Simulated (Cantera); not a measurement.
**Equilibrium for silicon epitaxy and polysilicon growth: SiH2Cl2 + HCl + H2**

Feed: 1 mol SiH2Cl2, 0.095 mol HCl, 23 mol H2, equilibrated at 1300 Pa.

Equilibrium computed with Cantera from the NASA thermochemical tables; the gas is ideal and each condensed phase is pure. Candidate condensed phases: Si; 19 gas species. The tables' values for SiCl3 are old estimates; treat these amounts as uncertain. Kinetics and transport are ignored.

From 800 K to 1100 K the condensed part is Si(s). The main Si-bearing gas is SiCl4 throughout. The share of Si in condensed phases is highest at 1100 K (65.1 %) and lowest at 800 K (45.7 %).

| T (K) | x H2 | x HCl | x SiCl4 | x SiHCl3 | x SiCl2 | x SiCl3 | x SiH2Cl2 | n Si(s) |
|---|---|---|---|---|---|---|---|---|
| 800 | 0.975 | 0.00268 | 0.0165 | 0.00543 | 7.52e-6 | 3.34e-5 | 0.000145 | 0.457 |
| 825 | 0.974 | 0.00369 | 0.0163 | 0.00532 | 1.55e-5 | 5.34e-5 | 0.000147 | 0.464 |
| 850 | 0.974 | 0.00498 | 0.0160 | 0.00520 | 3.03e-5 | 8.27e-5 | 0.000148 | 0.472 |
| 875 | 0.972 | 0.00659 | 0.0157 | 0.00506 | 5.70e-5 | 0.000124 | 0.000149 | 0.482 |
| 900 | 0.971 | 0.00857 | 0.0152 | 0.00489 | 0.000103 | 0.000181 | 0.000149 | 0.495 |
| 925 | 0.969 | 0.0110 | 0.0147 | 0.00471 | 0.000179 | 0.000257 | 0.000149 | 0.509 |
| 950 | 0.967 | 0.0138 | 0.0140 | 0.00449 | 0.000300 | 0.000354 | 0.000147 | 0.526 |
| 975 | 0.964 | 0.0170 | 0.0131 | 0.00425 | 0.000486 | 0.000475 | 0.000144 | 0.544 |
| 1000 | 0.962 | 0.0207 | 0.0121 | 0.00397 | 0.000760 | 0.000617 | 0.000140 | 0.565 |
| 1025 | 0.958 | 0.0248 | 0.0110 | 0.00365 | 0.00115 | 0.000779 | 0.000134 | 0.587 |
| 1050 | 0.955 | 0.0293 | 0.00975 | 0.00330 | 0.00168 | 0.000950 | 0.000127 | 0.609 |
| 1075 | 0.951 | 0.0339 | 0.00837 | 0.00292 | 0.00236 | 0.00112 | 0.000119 | 0.631 |
| 1100 | 0.947 | 0.0386 | 0.00694 | 0.00251 | 0.00321 | 0.00126 | 0.000109 | 0.651 |
x: gas mole fraction; n: condensed amount in mol.
